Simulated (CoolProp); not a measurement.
Vapour pressure (MPa) of nitrous oxide: the reference equation beside estimates from Tc = 309.5 K, pc = 7.245 MPa, ω = 0.161. Clausius-Clapeyron is anchored at 233.5 K with a constant enthalpy of vaporisation of 13.67 kJ/mol.

Computed with CoolProp (reference Helmholtz-energy equation of state, Lemmon 2006). It is a short technical equation, of lower accuracy than the large ones.

| T (K) | reference | Lee-Kesler | Clausius-Clapeyron | Redlich-Kwong |
|---|---|---|---|---|
| 215.6 | 0.4770 | 0.4779 | 0.5298 | 0.6076 |
| 220.1 | 0.5739 | 0.5752 | 0.6192 | 0.7224 |
| 224.6 | 0.6849 | 0.6866 | 0.7191 | 0.8520 |
| 229 | 0.8081 | 0.8103 | 0.8277 | 0.9940 |
| 233.5 | 0.9505 | 0.9530 | 0.9505 | 1.156 |
| 238 | 1.111 | 1.113 | 1.086 | 1.335 |
| 242.5 | 1.290 | 1.292 | 1.234 | 1.533 |
| 246.9 | 1.485 | 1.487 | 1.393 | 1.745 |
| 251.4 | 1.705 | 1.707 | 1.569 | 1.983 |
| 255.9 | 1.949 | 1.951 | 1.760 | 2.241 |
| 260.4 | 2.217 | 2.218 | 1.967 | 2.522 |

Absolute difference from the reference over all 11 rows, mean and median: Lee-Kesler 0.2 and 0.2 %, Clausius-Clapeyron 6.2 and 6.2 %, Redlich-Kwong 20.3 and 20.2 %.
